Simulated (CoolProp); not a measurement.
The numbers come from the reference Helmholtz-energy equation of state, Schmidt 1985 in CoolProp. Above 300 K oxygen's equation is extrapolated.

Problem. For oxygen, give the phase and the cp (kJ/(kg K)), cv (kJ/(kg K)), speed of sound (m/s) at 663.25 °C and 8.25 MPa.

Solution. 
- 663.25 °C and 8.25 MPa: supercritical; cp 1.09, cv 0.822, speed of sound 580
